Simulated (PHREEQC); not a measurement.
A solution holds 0.028 mol/kgw K2SO4, at 25 °C. Closed to the air; pH follows from the charge balance.

Model: ion-association model, phreeqc.dat, run in PHREEQC.

This is a speciation only: nothing precipitates in the calculation.

Estimate the ionic strength.

ionic strength 0.0769 mol/kgw.

In which forms is S present?

SO4-2 87 %, KSO4- 13 % of the S.

Species that the database lacks are ignored.
